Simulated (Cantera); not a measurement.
Predominance diagram of Mg at 1725 K against the partial pressures of O2 and SO2 (log10, bar). Source: NASA polynomial tables (part measured, part estimated), evaluated in Cantera. Candidates: Mg(l), MgO(s), MgS(s), MgSO4(l). Only these pure phases compete in this equilibrium. 

```
log p(SO2) \ log p(O2)
        columns: -14, -13.3, -12.5, -11.8, -11.1, -10.3, -9.6, -8.8, -8.1, -7.4, -6.6, -5.9, -5.2, -4.4, -3.7, -2.9, -2.2, -1.5, -0.7, 0
      0  A A A A A A A A A B B B B B B B B B B B
   -1.1  A A A A A A A A B B B B B B B B B B B B
   -2.2  A A A A A A B B B B B B B B B B B B B B
   -3.3  A A A A A B B B B B B B B B B B B B B B
   -4.4  A A A C C B B B B B B B B B B B B B B B
   -5.5  A A C B B B B B B B B B B B B B B B B B
   -6.6  C C B B B B B B B B B B B B B B B B B B
   -7.7  C C B B B B B B B B B B B B B B B B B B
   -8.8  B B B B B B B B B B B B B B B B B B B B
   -9.9  B B B B B B B B B B B B B B B B B B B B
    -11  B B B B B B B B B B B B B B B B B B B B
```

A: out of reach (another gas would pass 10 bar, or a non-metal would condense); B: MgO(s); C: MgS(s).
